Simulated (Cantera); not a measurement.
## Thermodynamics of fluorocarbon and chlorocarbon gases, feed CF4 + HCl

Charge: 1 mol CF4, 0.45 mol HCl, equilibrated at 8.70 Pa.

Equilibrium computed with Cantera from the NASA thermochemical tables; the gas is ideal and each condensed phase is pure. Candidate condensed phases: C, C6H6, C7H8, C8H18; 118 gas species. Gases not in the tables: C2F6 and larger saturated fluorocarbons. Rates play no part.

From 1275 K to 1825 K the condensed part is C(graphite). The main C-bearing gas is CF4 throughout. The share of C in condensed phases is highest at 1425 K (11.1 %) and lowest at 1825 K (4.6 %).

```json
[
 {"T (K)": "1275", "x CF4": "0.518", "x HF": "0.251", "x Cl": "0.187", "x F": "2.11e-5", "x CF2": "6.26e-5", "x Cl2": "0.0312", "x HCl": "0.0107", "n C(graphite)": "0.107"},
 {"T (K)": "1325", "x CF4": "0.508", "x HF": "0.251", "x Cl": "0.216", "x F": "6.48e-5", "x CF2": "0.000168", "x Cl2": "0.0170", "x HCl": "0.00656", "n C(graphite)": "0.109"},
 {"T (K)": "1375", "x CF4": "0.502", "x HF": "0.251", "x Cl": "0.233", "x F": "0.000184", "x CF2": "0.000423", "x Cl2": "0.00863", "x HCl": "0.00395", "n C(graphite)": "0.110"},
 {"T (K)": "1425", "x CF4": "0.499", "x HF": "0.251", "x Cl": "0.242", "x F": "0.000484", "x CF2": "0.000994", "x Cl2": "0.00430", "x HCl": "0.00238", "n C(graphite)": "0.111"},
 {"T (K)": "1475", "x CF4": "0.496", "x HF": "0.251", "x Cl": "0.246", "x F": "0.00119", "x CF2": "0.00221", "x Cl2": "0.00217", "x HCl": "0.00146", "n C(graphite)": "0.110"},
 {"T (K)": "1525", "x CF4": "0.492", "x HF": "0.250", "x Cl": "0.248", "x F": "0.00278", "x CF2": "0.00464", "x Cl2": "0.00112", "x HCl": "0.000911", "n C(graphite)": "0.109"},
 {"T (K)": "1575", "x CF4": "0.486", "x HF": "0.249", "x Cl": "0.248", "x F": "0.00612", "x CF2": "0.00927", "x Cl2": "0.000597", "x HCl": "0.000583", "n C(graphite)": "0.106"},
 {"T (K)": "1625", "x CF4": "0.475", "x HF": "0.247", "x Cl": "0.246", "x F": "0.0128", "x CF2": "0.0176", "x Cl2": "0.000326", "x HCl": "0.000380", "n C(graphite)": "0.102"},
 {"T (K)": "1675", "x CF4": "0.456", "x HF": "0.243", "x Cl": "0.242", "x F": "0.0255", "x CF2": "0.0319", "x Cl2": "0.000181", "x HCl": "0.000251", "n C(graphite)": "0.0940"},
 {"T (K)": "1725", "x CF4": "0.424", "x HF": "0.235", "x Cl": "0.235", "x F": "0.0485", "x CF2": "0.0549", "x Cl2": "0.000101", "x HCl": "0.000166", "n C(graphite)": "0.0822"},
 {"T (K)": "1775", "x CF4": "0.373", "x HF": "0.224", "x Cl": "0.224", "x F": "0.0875", "x CF2": "0.0889", "x Cl2": "5.53e-5", "x HCl": "0.000109", "n C(graphite)": "0.0657"},
 {"T (K)": "1825", "x CF4": "0.301", "x HF": "0.206", "x Cl": "0.206", "x F": "0.149", "x CF2": "0.133", "x Cl2": "2.94e-5", "x HCl": "7.06e-5", "n C(graphite)": "0.0462"}
]
```
x: gas mole fraction; n: condensed amount in mol.
